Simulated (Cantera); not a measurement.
Cantera run:

```python
import numpy as np
import cantera as ct

gas_names = [...]  # 116 gases of nasa_gas.yaml made of C, H, Mg, O
cond_names = """
    C(gr) C6H6(L) C7H8(L) C8H18(L),n-octa H2O(s) H2O(L) Mg(cr) Mg(L) MgCO3(s) MgO(s) MgO(L) MgO2H2(s)
""".split()


# ... load() reads the species with a 1 bar reference pressure and builds the phases ...
atoms = {
    'MgO': {'Mg': 1, 'O': 1},
    'C': {'C': 1},
    'H2': {'H': 2},
}
top_T = {'C(gr)': 4500}  # K; cautious upper limits of use, not melting points


# ... equilibrate(T, P, feed) seeds the gas with the atoms and calls Mixture.equilibrate('TP', solver="vcs", rtol=1e-11, max_steps=5000) ...
results = []
P = 100000  # Pa
for T in [1675, 1725, 1775, 1825, 1875, 1925, 1975, 2025, 2075]:
    for m in [0.31, 0.39, 0.5, 0.64, 0.81, 1, 1.3, 1.7, 2.2, 2.8, 3.5]:
        feed = {'MgO': 1, 'C': 0.84, 'H2': m}  # mol
        mix = equilibrate(T, P, feed)
        results.append((T, P, feed, dict(zip(mix.species_names, mix.species_moles))))

for T, P, feed, n in results:
    print(f"{T:7g} {feed['H2']:10.4g}  " + (" + ".join(c for c in cond_names if n.get(c, 0) > 1e-12) or "gas only"))
```

Result:

```
   1675       0.31  C(gr) + MgO(s)
   1675       0.39  C(gr) + MgO(s)
   1675        0.5  C(gr) + MgO(s)
   1675       0.64  C(gr) + MgO(s)
   1675       0.81  C(gr) + MgO(s)
   1675          1  C(gr) + MgO(s)
   1675        1.3  C(gr) + MgO(s)
   1675        1.7  C(gr) + MgO(s)
   1675        2.2  C(gr) + MgO(s)
   1675        2.8  C(gr) + MgO(s)
   1675        3.5  C(gr) + MgO(s)
   1725       0.31  C(gr) + MgO(s)
   1725       0.39  C(gr) + MgO(s)
   1725        0.5  C(gr) + MgO(s)
   1725       0.64  C(gr) + MgO(s)
   1725       0.81  C(gr) + MgO(s)
   1725          1  C(gr) + MgO(s)
   1725        1.3  C(gr) + MgO(s)
   1725        1.7  C(gr) + MgO(s)
   1725        2.2  C(gr) + MgO(s)
   1725        2.8  C(gr) + MgO(s)
   1725        3.5  C(gr) + MgO(s)
   1775       0.31  C(gr) + MgO(s)
   1775       0.39  C(gr) + MgO(s)
   1775        0.5  C(gr) + MgO(s)
   1775       0.64  C(gr) + MgO(s)
   1775       0.81  C(gr) + MgO(s)
   1775          1  C(gr) + MgO(s)
   1775        1.3  C(gr) + MgO(s)
   1775        1.7  C(gr) + MgO(s)
   1775        2.2  C(gr) + MgO(s)
   1775        2.8  C(gr) + MgO(s)
   1775        3.5  C(gr) + MgO(s)
   1825       0.31  C(gr) + MgO(s)
   1825       0.39  C(gr) + MgO(s)
   1825        0.5  C(gr) + MgO(s)
   1825       0.64  C(gr) + MgO(s)
   1825       0.81  C(gr) + MgO(s)
   1825          1  C(gr) + MgO(s)
   1825        1.3  C(gr) + MgO(s)
   1825        1.7  C(gr) + MgO(s)
   1825        2.2  C(gr) + MgO(s)
   1825        2.8  C(gr) + MgO(s)
   1825        3.5  C(gr) + MgO(s)
   1875       0.31  C(gr) + MgO(s)
   1875       0.39  C(gr) + MgO(s)
   1875        0.5  C(gr) + MgO(s)
   1875       0.64  C(gr) + MgO(s)
   1875       0.81  C(gr) + MgO(s)
   1875          1  C(gr) + MgO(s)
   1875        1.3  C(gr) + MgO(s)
   1875        1.7  C(gr) + MgO(s)
   1875        2.2  C(gr) + MgO(s)
   1875        2.8  C(gr) + MgO(s)
   1875        3.5  C(gr) + MgO(s)
   1925       0.31  C(gr) + MgO(s)
   1925       0.39  C(gr) + MgO(s)
   1925        0.5  C(gr) + MgO(s)
   1925       0.64  C(gr) + MgO(s)
   1925       0.81  C(gr) + MgO(s)
   1925          1  C(gr) + MgO(s)
   1925        1.3  C(gr) + MgO(s)
   1925        1.7  C(gr) + MgO(s)
   1925        2.2  C(gr) + MgO(s)
   1925        2.8  C(gr) + MgO(s)
   1925        3.5  MgO(s)
   1975       0.31  C(gr) + MgO(s)
   1975       0.39  C(gr) + MgO(s)
   1975        0.5  C(gr) + MgO(s)
   1975       0.64  C(gr) + MgO(s)
   1975       0.81  C(gr) + MgO(s)
   1975          1  C(gr) + MgO(s)
   1975        1.3  MgO(s)
   1975        1.7  MgO(s)
   1975        2.2  MgO(s)
   1975        2.8  MgO(s)
   1975        3.5  MgO(s)
   2025       0.31  MgO(s)
   2025       0.39  MgO(s)
   2025        0.5  MgO(s)
   2025       0.64  MgO(s)
   2025       0.81  MgO(s)
   2025          1  MgO(s)
   2025        1.3  MgO(s)
   2025        1.7  MgO(s)
   2025        2.2  MgO(s)
   2025        2.8  MgO(s)
   2025        3.5  MgO(s)
   2075       0.31  MgO(s)
   2075       0.39  MgO(s)
   2075        0.5  MgO(s)
   2075       0.64  MgO(s)
   2075       0.81  MgO(s)
   2075          1  MgO(s)
   2075        1.3  MgO(s)
   2075        1.7  MgO(s)
   2075        2.2  MgO(s)
   2075        2.8  MgO(s)
   2075        3.5  MgO(s)
```

Equilibrium computed with Cantera from the NASA thermochemical tables; the gas is ideal and each condensed phase is pure.
